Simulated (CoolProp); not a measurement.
Vapour pressure (MPa) of n-heptane: the reference equation beside estimates from Tc = 541.2 K, pc = 2.774 MPa, ω = 0.349. Clausius-Clapeyron is anchored at 391.9 K with a constant enthalpy of vaporisation of 30.22 kJ/mol.

The numbers come from the reference Helmholtz-energy equation of state, Span 2003 in CoolProp. It is a short technical equation, of lower accuracy than the large ones.

| T (K) | reference | Lee-Kesler | Clausius-Clapeyron | van der Waals | Redlich-Kwong | Soave-Redlich-Kwong | Peng-Robinson |
|---|---|---|---|---|---|---|---|
| 378.8 | 0.1248 | 0.1240 | 0.1290 | 0.5556 | 0.2422 | 0.1239 | 0.1237 |
| 382.1 | 0.1368 | 0.1361 | 0.1401 | 0.5807 | 0.2605 | 0.1359 | 0.1356 |
| 385.4 | 0.1497 | 0.1490 | 0.1520 | 0.6064 | [?] | 0.1489 | 0.1484 |
| 388.6 | 0.1631 | 0.1625 | 0.1643 | 0.6321 | 0.2994 | [?] | 0.1616 |
| 391.9 | 0.1778 | [?] | 0.1778 | 0.6594 | 0.3207 | 0.1772 | 0.1762 |
| 395.2 | 0.1935 | 0.1931 | 0.1921 | 0.6873 | 0.3430 | [?] | 0.1918 |
| 398.5 | 0.2103 | 0.2100 | 0.2073 | 0.7161 | 0.3664 | 0.2100 | 0.2085 |
| 401.7 | 0.2276 | 0.2275 | 0.2229 | 0.7447 | 0.3901 | 0.2275 | 0.2257 |
| 405 | 0.2466 | 0.2466 | 0.2400 | 0.7749 | 0.4157 | 0.2467 | 0.2446 |
| 408.3 | [?] | 0.2669 | 0.2580 | 0.8060 | 0.4425 | 0.2671 | 0.2646 |
| 411.6 | 0.2881 | 0.2885 | 0.2771 | 0.8378 | 0.4705 | 0.2888 | [?] |
| 414.8 | 0.3101 | 0.3106 | 0.2966 | [?] | 0.4987 | 0.3111 | 0.3079 |

Q: Some entries are withheld; supply them.

A: 
- 385.4, Redlich-Kwong: 0.2798
- 388.6, Soave-Redlich-Kwong: 0.1623
- 391.9, Lee-Kesler: 0.1773
- 395.2, Soave-Redlich-Kwong: 0.1930
- 408.3, reference: 0.2667
- 411.6, Peng-Robinson: 0.2860
- 414.8, van der Waals: 0.8694

Absolute difference from the reference over all 12 rows, mean and median: Lee-Kesler 0.3 and 0.2 %, Clausius-Clapeyron 2.2 and 2.2 %, van der Waals 253.6 and 247.9 %, Redlich-Kwong 76.4 and 75.7 %, Soave-Redlich-Kwong 0.3 and 0.3 %, Peng-Robinson 0.8 and 0.9 %.
